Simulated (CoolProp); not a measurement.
Saturation properties of R227EA (Tc = 101.8 °C, pc = 2925 kPa, ω = 0.358).

Computed with CoolProp (reference Helmholtz-energy equation of state, Lemmon 2016).

```json
[
 {"T (°C)": "-49.15", "p (kPa)": "19.04", "liquid density (kg/m³)": "1652", "vapour density (kg/m³)": "1.765", "surface tension (mN/m)": "16.3", "liquid conductivity (mW/(m K))": "78.1"},
 {"T (°C)": "-40.05", "p (kPa)": "32.05", "liquid density (kg/m³)": "1623", "vapour density (kg/m³)": "2.875", "surface tension (mN/m)": "15.1", "liquid conductivity (mW/(m K))": "76.0"},
 {"T (°C)": "-30.95", "p (kPa)": "51.48", "liquid density (kg/m³)": "1594", "vapour density (kg/m³)": "4.484", "surface tension (mN/m)": "13.9", "liquid conductivity (mW/(m K))": "73.9"},
 {"T (°C)": "-21.95", "p (kPa)": "79.00", "liquid density (kg/m³)": "1564", "vapour density (kg/m³)": "6.709", "surface tension (mN/m)": "12.7", "liquid conductivity (mW/(m K))": "71.7"},
 {"T (°C)": "-12.85", "p (kPa)": "117.5", "liquid density (kg/m³)": "1532", "vapour density (kg/m³)": "9.766", "surface tension (mN/m)": "11.6", "liquid conductivity (mW/(m K))": "69.4"},
 {"T (°C)": "-3.75", "p (kPa)": "169.4", "liquid density (kg/m³)": "1500", "vapour density (kg/m³)": "13.83", "surface tension (mN/m)": "10.5", "liquid conductivity (mW/(m K))": "67.1"},
 {"T (°C)": "5.35", "p (kPa)": "237.5", "liquid density (kg/m³)": "1466", "vapour density (kg/m³)": "19.14", "surface tension (mN/m)": "9.34", "liquid conductivity (mW/(m K))": "64.7"},
 {"T (°C)": "14.45", "p (kPa)": "324.9", "liquid density (kg/m³)": "1431", "vapour density (kg/m³)": "25.95", "surface tension (mN/m)": "8.26", "liquid conductivity (mW/(m K))": "62.4"},
 {"T (°C)": "23.55", "p (kPa)": "434.9", "liquid density (kg/m³)": "1394", "vapour density (kg/m³)": "34.62", "surface tension (mN/m)": "7.20", "liquid conductivity (mW/(m K))": "60.0"},
 {"T (°C)": "32.65", "p (kPa)": "571.0", "liquid density (kg/m³)": "1355", "vapour density (kg/m³)": "45.57", "surface tension (mN/m)": "6.17", "liquid conductivity (mW/(m K))": "57.6"},
 {"T (°C)": "41.75", "p (kPa)": "736.9", "liquid density (kg/m³)": "1313", "vapour density (kg/m³)": "59.36", "surface tension (mN/m)": "5.17", "liquid conductivity (mW/(m K))": "55.2"}
]
```

It boils at -16.3 °C under 1 atm.

Thermal conductivity comes from a separate model (Huber 2003), an estimate that may be off by 10 % or more. Surface tension comes from a separate correlation (Mulero 2012).
